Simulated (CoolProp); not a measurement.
n-nonane along the isobar 0.245 MPa: density (kg/m³) from the reference equation and from simpler models built on Tc = 594.5 K, pc = 2.282 MPa, ω = 0.443; each cubic takes its own stable root.

Model: reference Helmholtz-energy equation of state, Lemmon 2006, in CoolProp. It is a short technical equation, of lower accuracy than the large ones.

| T (K) | phase | reference |
|---|---|---|
| 522.8 | gas | 7.724 |
| 529.2 | gas | 7.606 |
| 535.7 | gas | 7.491 |
| 542.1 | gas | 7.381 |
| 548.5 | gas | 7.276 |
| 555 | gas | 7.172 |
| 561.4 | gas | 7.074 |
| 567.8 | gas | 6.979 |
| 574.3 | gas | 6.885 |
| 580.7 | gas | 6.796 |
| 587.1 | gas | 6.709 |
| 593.6 | gas | 6.624 |
| 600 | gas | 6.543 |

Question: How far does each simpler model (ideal gas, van der Waals, Soave-Redlich-Kwong, Peng-Robinson) lie from the reference over these 13 states: mean and median of the absolute difference, and the worst?

Answer: 
- ideal gas: mean 4.9 %, median 4.8 %, worst -6.4 % at 522.8 K and 0.245 MPa
- van der Waals: mean 1.2 %, median 1.1 %, worst -2.0 % at 522.8 K and 0.245 MPa
- Soave-Redlich-Kwong: mean 0.2 %, median 0.2 %, worst -0.4 % at 522.8 K and 0.245 MPa
- Peng-Robinson: mean 0.2 %, median 0.3 %, worst +0.3 % at 600 K and 0.245 MPa
